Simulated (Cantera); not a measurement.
## Premixed flame

A freely propagating, adiabatic, planar premixed flame of 17.9 % H₂, 17.2 % O₂, 64.9 % N₂, unburnt at 525 K and 100000 Pa; mixture-averaged transport, grid criteria slope 0.08 and curve 0.16, no radiation.

Model: the H2/O2 subset of GRI-Mech 3.0, which has no nitrogen chemistry, integrated in Cantera. Burning velocities carry a grid error of a few per cent, more on coarse grids. Lean hydrogen flames are cellular in practice and burn faster than this planar one.

```csv
z (mm),T (K),u (m/s),x H₂,x O₂,x H₂O,x O,x OH,x HO₂
-1.22,525,2.25,0.179,0.172,1.76e-8,<1e-8,<1e-8,<1e-8
-0.814,525,2.25,0.179,0.172,4.41e-7,<1e-8,<1e-8,1.89e-8
-0.611,525,2.25,0.178,0.173,4.04e-6,<1e-8,<1e-8,2.10e-7
-0.407,527,2.24,0.174,0.173,8.12e-5,6.33e-8,<1e-8,5.91e-6
-0.204,597,2.48,0.147,0.176,0.00615,1.33e-5,7.24e-5,0.000293
-0.102,836,3.39,0.108,0.168,0.0355,0.000324,0.000595,0.000220
0,1158,4.62,0.0587,0.141,0.0931,0.00286,0.00214,0.000118
0.102,1394,5.53,0.0237,0.111,0.143,0.00661,0.00516,7.31e-5
0.204,1528,6.05,0.0111,0.0977,0.165,0.00775,0.00707,5.22e-5
0.407,1658,6.53,0.00578,0.0924,0.177,0.00613,0.00784,3.43e-5
0.814,1755,6.88,0.00317,0.0914,0.184,0.00339,0.00681,1.97e-5
1.63,1811,7.08,0.00135,0.0916,0.189,0.00142,0.00482,9.11e-6
3.26,1837,7.17,0.000459,0.0921,0.192,0.000485,0.00294,3.62e-6
```
x: mole fraction of selected species; z is measured from the peak of heat release.

```json
{
 "laminar_burning_velocity": "225 cm/s",
 "thermal_thickness": "0.407 mm",
 "peak x(O)": "0.00776",
 "peak x(OH)": "0.00785",
 "peak x(HO₂)": "0.000316",
 "grid_points": "108"
}
```
